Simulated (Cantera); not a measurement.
An isothermal, constant-pressure homogeneous reactor starts with H2 : O2 : N2 = 0.0056 : 1 : 1.4 (molar parts), equivalence ratio 0.0028, at 1175 K and 0.825 Torr.

Computed with Cantera and the H2/O2 subset of GRI-Mech 3.0, which has no nitrogen chemistry. Radical loss at walls, strong at low pressure, is not modelled.

Predict: x(H2) at 40.0 s; x(O2) at 40.0 s; x(H) at 40.0 s; x(H2O) at 40.0 s; x(OH) at 40.0 s.


```json
{
 "x(H2) at 40.0 s": "3.89e-6 (gas-phase equilibrium 8.20e-10)",
 "x(O2) at 40.0 s": "0.414 (gas-phase equilibrium 0.415)",
 "x(H) at 40.0 s": "3.60e-5 (gas-phase equilibrium 1.07e-10)",
 "x(H2O) at 40.0 s": "0.00223 (gas-phase equilibrium 0.00233)",
 "x(OH) at 40.0 s": "0.000145 (gas-phase equilibrium 2.11e-6)"
}
```
